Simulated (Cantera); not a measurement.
A perfectly stirred reactor is fed with 33.3 % H2, 22.2 % O2, 44.4 % N2, at 750 Torr; it is held at 1050 K, and followed from long to short residence time.

Cantera simulation using GRI-Mech 3.0 (53 species, 325 reactions); the numbers are that mechanism's predictions, not measurements. The temperature is held fixed by assumption; the heat of reaction is taken as removed at once.

**Question.** Predict: x(H2) at τ = 0.910 s; x(O2) at τ = 0.910 s; x(HO2) at τ = 0.910 s; x(H2O2) at τ = 0.910 s; x(NO2) at τ = 0.910 s; x(H2) at τ = 16.0 ms; x(O2) at τ = 16.0 ms; x(HO2) at τ = 16.0 ms; x(H2O2) at τ = 16.0 ms.

**Answer.** 
- x(H2) at τ = 0.910 s = 0.0150
- x(O2) at τ = 0.910 s = 0.0736
- x(HO2) at τ = 0.910 s = 6.73e-5
- x(H2O2) at τ = 0.910 s = 9.24e-5
- x(NO2) at τ = 0.910 s = 1.75e-9
- x(H2) at τ = 16.0 ms = 0.137
- x(O2) at τ = 16.0 ms = 0.130
- x(HO2) at τ = 16.0 ms = 0.000209
- x(H2O2) at τ = 16.0 ms = 0.000444
